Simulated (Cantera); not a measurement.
An isothermal, constant-pressure homogeneous reactor starts with CO : O₂ : H₂O : N₂ = 0.0093 : 0.016 : 0.0002 : 1 (molar parts), equivalence ratio 0.29, at 1425 K and 180000 Pa.

Detailed kinetics in Cantera: GRI-Mech 3.0 (53 species, 325 reactions).

**Question.** Predict: x(CO) at 1.00 s; x(O₂) at 1.00 s; x(H₂O) at 1.00 s; x(NO) at 1.00 s; x(NO₂) at 1.00 s; x(CO₂) at 1.00 s.

**Answer.** 
```json
{
 "x(CO) at 1.00 s": "2.29e-7 (gas-phase equilibrium 9.75e-8)",
 "x(O₂) at 1.00 s": "0.0111 (gas-phase equilibrium 0.0110)",
 "x(H₂O) at 1.00 s": "0.000195 (gas-phase equilibrium 0.000196)",
 "x(NO) at 1.00 s": "6.63e-6 (gas-phase equilibrium 0.000213)",
 "x(NO₂) at 1.00 s": "1.95e-8 (gas-phase equilibrium 4.45e-7)",
 "x(CO₂) at 1.00 s": "0.00911 (gas-phase equilibrium 0.00911)"
}
```
